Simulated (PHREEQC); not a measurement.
A column of 0.1 m (40 cells, dispersivity 0.0035 m, 3600 s a shift, diffusion coefficient 3e-10 m²/s) holds 0.0064 eq of the database's cation exchanger X per kg of pore water, first in equilibrium with 0.36 mmol/kgw (NH4)2SO4, 11 mmol/kgw Na2SO4 and 0.01 mmol/kgw HCl. It is flushed with 5.1 mmol/kgw MgSO4, 3.6 mmol/kgw KCl and 0.01 mmol/kgw HCl, at 40 °C. Values are for the last cell. CO2 from the air is kept out. No solid was allowed to form.

The series has 31 steps of pore volumes, from 0 to 3.013.

Equilibrium calculation in PHREEQC: ion-association model, phreeqc.dat.

**Question.** After how many pore volumes does Mg at the outlet first reach half of its feed value?

**Answer.** By 1.5 pore volumes.

**Question.** After how many pore volumes does K at the outlet first reach half of its feed value?

**Answer.** By 1.3 pore volumes.

Species that the database lacks are ignored. At this temperature some constants are extrapolated from 25 °C, and those without enthalpy data are left unchanged.
